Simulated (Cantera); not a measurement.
Cantera run:

```python
import numpy as np
import cantera as ct

gas_names = """
    HBr H2
""".split()
cond_names = """
    Ca(a) Ca(b) Ca(L) CaBr2(s) CaBr2(L)
""".split()


def load(file, names, dense=False):
    # The tables refer to 1 bar. Condensed volumes are neglected.
    table = {s.name: s for s in ct.Species.list_from_file(file)}
    out = []
    for n in names:
        d = dict(table[n].input_data)
        d["thermo"] = dict(d["thermo"], **{"reference-pressure": 1e5})
        if dense:
            d["equation-of-state"] = {"model": "constant-volume", "density": "1e6 g/cm^3"}
        out.append(ct.Species.from_dict(d))
    return out


species = {s.name: s for s in load("nasa_gas.yaml", gas_names) + load("nasa_condensed.yaml", cond_names)}
# Each term lists the table entries of one substance; the one whose range holds T is used.
reactions = {
    'Ca + 2 HBr(g) = H2(g) + CaBr2':
        [(-1, ['Ca(a)', 'Ca(b)', 'Ca(L)']), (-2, ['HBr']), (1, ['H2']), (1, ['CaBr2(s)', 'CaBr2(L)'])],
}


def pick(names, T):
    return next(species[n] for n in names if species[n].thermo.min_temp <= T <= species[n].thermo.max_temp)


results = []
for label, terms in reactions.items():
    print(label)
    print("     T/K   dH/kJ  dS/(J/K)   dG/kJ   log10 K")
    for T in [1148, 1173, 1198, 1223, 1248, 1273]:
        used = [(nu, pick(names, T)) for nu, names in terms]
        dH = sum(nu * s.thermo.h(T) for nu, s in used) / 1e6
        dS = sum(nu * s.thermo.s(T) for nu, s in used) / 1e3
        dG = dH - T * dS / 1e3
        logK = -dG * 1e6 / (ct.gas_constant * T * np.log(10))
        results.append((label, T, dH, dS, dG, logK, [s.name for _, s in used]))
        print(f"{T:8g} {dH:8.1f} {dS:8.1f} {dG:8.1f} {logK:8.2f}")
```

Result:

```
Ca + 2 HBr(g) = H2(g) + CaBr2
     T/K   dH/kJ  dS/(J/K)   dG/kJ   log10 K
    1148   -570.3   -129.2   -421.9    19.20
    1173   -569.3   -128.4   -418.7    18.64
    1198   -568.3   -127.6   -415.5    18.11
    1223   -567.3   -126.8   -412.3    17.61
    1248   -566.3   -126.0   -409.1    17.12
    1273   -565.3   -125.2   -406.0    16.66
```

Standard-state values (1 bar) from the NASA 1993 polynomials, evaluated with Cantera. Condensed species are held in their standard states even where they would react or evaporate.
